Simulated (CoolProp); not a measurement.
A single-stage vapour-compression cycle with R142b: evaporating at 262.15 K (dew point), condensing at 324.15 K (bubble point), superheat 10 K, subcooling 8 K, compressor efficiency 0.85, no pressure losses. Each further row changes one setting.

Model: reference Helmholtz-energy equation of state, Lemmon 2006, in CoolProp. It is a short technical equation, of lower accuracy than the large ones.

```json
[
 {"case": "as stated", "cooling COP": "2.94", "pressure ratio": "7.46", "discharge temperature (K)": "347.3", "refrigerating effect (kJ/kg)": "163", "volumetric capacity (kJ/m³)": "701"},
 {"case": "evaporating temperature 267.15 K", "cooling COP": "3.33", "pressure ratio": "6.10", "discharge temperature (K)": "345.4", "refrigerating effect (kJ/kg)": "166", "volumetric capacity (kJ/m³)": "865"},
 {"case": "condensing temperature 319.15 K", "cooling COP": "3.28", "pressure ratio": "6.55", "discharge temperature (K)": "342.0", "refrigerating effect (kJ/kg)": "169", "volumetric capacity (kJ/m³)": "730"},
 {"case": "subcooling 13 K", "cooling COP": "3.06", "pressure ratio": "7.46", "discharge temperature (K)": "347.3", "refrigerating effect (kJ/kg)": "169", "volumetric capacity (kJ/m³)": "730"},
 {"case": "superheat 20 K", "cooling COP": "2.96", "pressure ratio": "7.46", "discharge temperature (K)": "357.8", "refrigerating effect (kJ/kg)": "171", "volumetric capacity (kJ/m³)": "707"},
 {"case": "compressor efficiency 0.75", "cooling COP": "2.59", "pressure ratio": "7.46", "discharge temperature (K)": "354.6", "refrigerating effect (kJ/kg)": "163", "volumetric capacity (kJ/m³)": "701"}
]
```
